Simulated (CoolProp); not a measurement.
Vapour-liquid equilibrium of ethanol (1) + ethylbenzene (2) at 0.366 bar; x and y are mole fractions of (1).

Values from CoolProp's multi-fluid Helmholtz-energy mixture model, Schroeder 2014 and Zhou 2012; pair parameters Bell 2016.

| x | bubble temperature (°C) | y at the bubble point | dew temperature at overall composition x (°C) | liquid density (mol/L) |
|---|---|---|---|---|
| 0.05 | 76.5 | ___ | 100.4 | 7.884 |
| 0.2 | 58.9 | 0.830 | 95.5 | 8.711 |
| 0.35 | 56.2 | ___ | ___ | 9.556 |
| 0.5 | 55.9 | 0.859 | 82.8 | ___ |
| 0.65 | 55.7 | ___ | 74.1 | 11.85 |
| 0.8 | 55.1 | 0.883 | 61.9 | 13.49 |
| 0.95 | 54.6 | 0.953 | 54.6 | 15.62 |

Question: Fill in the missing entries.

Answer: 
- 0.05, y at the bubble point: 0.613
- 0.35, y at the bubble point: 0.855
- 0.35, dew temperature at overall composition x (°C): 89.7
- 0.5, liquid density (mol/L): 10.57
- 0.65, y at the bubble point: 0.863

No azeotrope shows between x = 0.05 and 0.95.

Pair parameters are fitted to limited data, so mixtures are less certain than the pure fluids. With so large a gap from Raoult's law the liquid may split in two, which this calculation doesn't test in full.
